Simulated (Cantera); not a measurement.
Gas mixture: O₂ = 0.88 (molar parts), at 0.000280 bar, frozen composition.

Cantera's kinetic-theory transport with the Lennard-Jones parameters of GRI-Mech 3.0, ideal gas; thermal conductivity in the mixture-averaged form.

D: mixture-averaged diffusion coefficient of that species in the mixture.

| T (K) | ρ (kg/m³) | cp (J/kg/K) | μ (µPa s) | λ (mW/m/K) | Pr | D (cm²/s) NO | D (cm²/s) H₂ | D (cm²/s) H₂O |
|---|---|---|---|---|---|---|---|---|
| 400 | 0.000269 | 941.4 | 25.6 | 33.9 | 0.713 | 1230 | [?] | 1450 |
| 550 | 0.000196 | 987.2 | 32.1 | 44.7 | 0.709 | 2120 | [?] | 2630 |
| 700 | 0.000154 | 1031 | 37.8 | 55.0 | 0.709 | 3190 | [?] | 4080 |
| 850 | 0.000127 | 1065 | 43.0 | 64.6 | 0.710 | 4410 | [?] | 5760 |
| 1000 | 0.000108 | 1090 | 47.9 | 73.6 | 0.710 | 5790 | [?] | 7670 |
| 1150 | 9.37e-5 | 1109 | 52.5 | 82.2 | 0.708 | 7310 | [?] | 9770 |

### Question
Some entries are withheld; supply them.

### Answer

- 400, D (cm²/s) H₂: 4770
- 550, D (cm²/s) H₂: 8140
- 700, D (cm²/s) H₂: 12200
- 850, D (cm²/s) H₂: 16800
- 1000, D (cm²/s) H₂: 22000
- 1150, D (cm²/s) H₂: 27700
